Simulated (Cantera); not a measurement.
Ignition delay

Mixture: CH4 : CO : O2 : N2 : H2O : H2 = 1 : 0.082 : 3.4 : 12.8 : 1.9 : 0.087 (molar parts), equivalence ratio 0.61, at 2.00 bar, adiabatic and at constant pressure. Ignition delay is the time to a rise of 400 K.

Computed with Cantera and GRI-Mech 3.0 (53 species, 325 reactions).

```csv
T0 (K),delay (ms)
1000,86.2
1075,32.2
1150,14.6
1225,6.82
1300,3.18
1375,1.50
1450,0.728
```

- apparent activation energy between 1300 and 1450 K: 150 kJ/mol
